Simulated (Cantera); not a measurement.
# NO annealing gas

A perfectly stirred reactor is fed with NO : N2 : H2O = 1 : 1.1 : 0.046 (molar parts), at 13300 Pa; it is held at 2198 K, and followed from long to short residence time.

Cantera simulation using GRI-Mech 3.0 (53 species, 325 reactions); the numbers are that mechanism's predictions, not measurements.

```csv
τ (s),x NO,x O2,x NO2,x N2,x O,x N2O
16,0.0256,0.217,1.21e-5,0.731,0.00343,3.72e-7
5.0,0.0460,0.207,2.13e-5,0.720,0.00335,7.25e-7
1.6,0.0925,0.184,4.02e-5,0.697,0.00316,2.23e-6
0.52,0.187,0.137,7.01e-5,0.650,0.00273,8.35e-6
0.17,0.320,0.0709,8.61e-5,0.584,0.00199,2.37e-5
0.054,0.415,0.0244,6.55e-5,0.537,0.00117,3.76e-5
0.017,0.450,0.00722,4.05e-5,0.519,0.000615,4.14e-5
0.0055,0.461,0.00209,2.82e-5,0.514,0.000274,4.54e-5
0.0018,0.465,0.000519,2.76e-5,0.513,0.000104,5.27e-5
0.00057,0.466,4.97e-5,2.35e-5,0.513,3.67e-5,4.04e-5
```
x: mole fraction; the columns are a selection and need not sum to one.
